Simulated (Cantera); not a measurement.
c-C4F8 + H2 (fluorocarbon and chlorocarbon gases)

Input: 1 mol c-C4F8, a varied amount of H2, equilibrated at 1173.15 K and 0.550 bar.

Equilibrium computed with Cantera from the NASA thermochemical tables; the gas is ideal and each condensed phase is pure. Candidate condensed phases: C, C6H6, C7H8, C8H18; 95 gas species. The feed counts by its element totals alone. Gases not in the tables: C2F6 and larger saturated fluorocarbons. The numbers say what is thermodynamically allowed, not how fast it happens.

From 0.32 mol H2 to 13 mol H2 the condensed part is C(graphite). The main C-bearing gas is CF4 at 0.32 mol H2 and CH4 at 13 mol H2. The share of C in condensed phases is highest at 5.1 mol H2 (100.0 %) and lowest at 0.32 mol H2 (54.0 %).

```json
[
 {"n(H2) (mol)": "0.32", "x HF": "0.258", "x CF4": "0.742", "x H2": "5.17e-10", "x CH4": "<1e-12", "x H2F2": "8.67e-7", "x CHF3": "2.78e-6", "x CF3": "1.81e-7", "n C(graphite)": "2.16"},
 {"n(H2) (mol)": "0.43", "x HF": "0.325", "x CF4": "0.675", "x H2": "8.60e-10", "x CH4": "<1e-12", "x H2F2": "1.38e-6", "x CHF3": "3.35e-6", "x CF3": "1.69e-7", "n C(graphite)": "2.21"},
 {"n(H2) (mol)": "0.59", "x HF": "0.409", "x CF4": "0.591", "x H2": "1.45e-9", "x CH4": "<1e-12", "x H2F2": "2.18e-6", "x CHF3": "3.94e-6", "x CF3": "1.53e-7", "n C(graphite)": "2.29"},
 {"n(H2) (mol)": "0.8", "x HF": "0.500", "x CF4": "0.500", "x H2": "2.36e-9", "x CH4": "<1e-12", "x H2F2": "3.25e-6", "x CHF3": "4.43e-6", "x CF3": "1.35e-7", "n C(graphite)": "2.40"},
 {"n(H2) (mol)": "1.1", "x HF": "0.603", "x CF4": "0.397", "x H2": "3.85e-9", "x CH4": "<1e-12", "x H2F2": "4.73e-6", "x CHF3": "4.76e-6", "x CF3": "1.13e-7", "n C(graphite)": "2.55"},
 {"n(H2) (mol)": "1.5", "x HF": "0.706", "x CF4": "0.294", "x H2": "6.14e-9", "x CH4": "<1e-12", "x H2F2": "6.49e-6", "x CHF3": "4.79e-6", "x CF3": "9.05e-8", "n C(graphite)": "2.75"},
 {"n(H2) (mol)": "2", "x HF": "0.800", "x CF4": "0.200", "x H2": "9.57e-9", "x CH4": "<1e-12", "x H2F2": "8.33e-6", "x CHF3": "4.48e-6", "x CF3": "6.78e-8", "n C(graphite)": "3.00"},
 {"n(H2) (mol)": "2.8", "x HF": "0.903", "x CF4": "0.0968", "x H2": "1.75e-8", "x CH4": "<1e-12", "x H2F2": "1.06e-5", "x CHF3": "3.52e-6", "x CF3": "3.93e-8", "n C(graphite)": "3.40"},
 {"n(H2) (mol)": "3.8", "x HF": "0.987", "x CF4": "0.0130", "x H2": "5.72e-8", "x CH4": "<1e-12", "x H2F2": "1.27e-5", "x CHF3": "1.41e-6", "x CF3": "8.72e-9", "n C(graphite)": "3.90"},
 {"n(H2) (mol)": "5.1", "x HF": "0.879", "x CF4": "<1e-12", "x H2": "0.121", "x CH4": "0.000155", "x H2F2": "1.01e-5", "x CHF3": "<1e-12", "x CF3": "<1e-12", "n C(graphite)": "4.00"},
 {"n(H2) (mol)": "6.9", "x HF": "0.734", "x CF4": "<1e-12", "x H2": "0.265", "x CH4": "0.000749", "x H2F2": "7.02e-6", "x CHF3": "<1e-12", "x CF3": "<1e-12", "n C(graphite)": "3.99"},
 {"n(H2) (mol)": "9.5", "x HF": "0.594", "x CF4": "<1e-12", "x H2": "0.405", "x CH4": "0.00175", "x H2F2": "4.59e-6", "x CHF3": "<1e-12", "x CF3": "<1e-12", "n C(graphite)": "3.98"},
 {"n(H2) (mol)": "13", "x HF": "0.472", "x CF4": "<1e-12", "x H2": "0.525", "x CH4": "0.00295", "x H2F2": "2.90e-6", "x CHF3": "<1e-12", "x CF3": "<1e-12", "n C(graphite)": "3.95"}
]
```
x: gas mole fraction; n: condensed amount in mol.
